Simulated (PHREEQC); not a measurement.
FeCl3 is added in steps, without added water, to 1 kg of water holding 0.0091 mol/kgw Pb(NO3)2 and 3.4e-05 mol/kgw MgSO4, at 25 °C. Oxygen alone is held at its pressure in air (log pO2 = -0.68). The system is closed to CO2. Solids allowed: Brucite, Fe(OH)3(a), Pb(OH)2, Anglesite, Cotunnite, Laurionite, Larnakite, Epsomite. Others were left out.

Base run: PHREEQC, ion-association model, wateq4f.dat. Each further column changes one thing. The table gives FeSO4+ (mol/kgw).

```csv
FeCl3 added (mol),base,MgSO4 from 3.4e-05 to 5.1e-05 mol/kgw,MgSO4 replaced by H2SO4 at the same molality,temperature from 25 to 45 °C,no solid may form
0,0,0,0,0,0
0.0015,4.48e-6,4.49e-6,4.64e-6,3.97e-6,6.88e-6
0.003,1.31e-5,1.31e-5,1.33e-5,1.15e-5,1.36e-5
0.00525,1.90e-5,2.85e-5,1.91e-5,1.74e-5,1.90e-5
0.00675,2.11e-5,3.15e-5,2.11e-5,1.96e-5,2.11e-5
0.00825,2.24e-5,3.36e-5,2.24e-5,2.11e-5,2.24e-5
0.00975,2.34e-5,3.50e-5,2.34e-5,2.21e-5,2.34e-5
0.01125,2.41e-5,3.61e-5,2.41e-5,2.28e-5,2.41e-5
0.01275,2.46e-5,3.69e-5,2.46e-5,2.33e-5,2.46e-5
0.015,2.52e-5,3.77e-5,2.52e-5,2.39e-5,2.52e-5
0.0165,2.54e-5,3.81e-5,2.55e-5,2.41e-5,2.54e-5
0.018,2.57e-5,3.85e-5,2.57e-5,2.44e-5,2.57e-5
```

 Constants without temperature data keep their 25 °C values here. In at least one series the solution becomes supersaturated in solids that the run did not let form, among them Anglesite, Larnakite. Solids allowed in the column 'MgSO4 replaced by H2SO4 at the same molality': Fe(OH)3(a), Pb(OH)2, Anglesite, Cotunnite, Laurionite, Larnakite.
